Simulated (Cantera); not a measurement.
A perfectly stirred reactor is fed with CH4 : H2 : O2 : N2 = 1 : 0.068 : 4.42 : 16.6 (molar parts), equivalence ratio 0.46, at 500000 Pa; it is adiabatic with a 500 K inlet, and is followed from long to short residence time, starting on the burning branch (τ in s: 0.074, 0.036, 0.017, 0.0083, 0.004, 0.0019, 0.00094, 0.00045, 0.00022, 0.00011, 5.1e-05).

Computed with Cantera and GRI-Mech 3.0 (53 species, 325 reactions).

**Question.** Predict: blow-out, bracketed by the residence times tried; x(CH4) at τ = 74.0 ms; x(H2) at τ = 74.0 ms; x(O2) at τ = 74.0 ms; x(HO2) at τ = 74.0 ms; x(H2O) at τ = 74.0 ms; x(CH4) at τ = 1.90 ms; x(H2) at τ = 1.90 ms; x(O2) at τ = 1.90 ms; x(HO2) at τ = 1.90 ms; x(H2O) at τ = 1.90 ms.

**Answer.** 
```json
{
 "blow_out_bracketed_by_the_residence_times_tried": "burning at 1.90 ms, out at 0.940 ms",
 "x(CH4) at τ = 74.0 ms": "1.98e-5",
 "x(H2) at τ = 74.0 ms": "1.14e-5",
 "x(O2) at τ = 74.0 ms": "0.108",
 "x(HO2) at τ = 74.0 ms": "2.52e-6",
 "x(H2O) at τ = 74.0 ms": "0.0936",
 "x(CH4) at τ = 1.90 ms": "0.000386",
 "x(H2) at τ = 1.90 ms": "0.000241",
 "x(O2) at τ = 1.90 ms": "0.111",
 "x(HO2) at τ = 1.90 ms": "4.08e-5",
 "x(H2O) at τ = 1.90 ms": "0.0922"
}
```
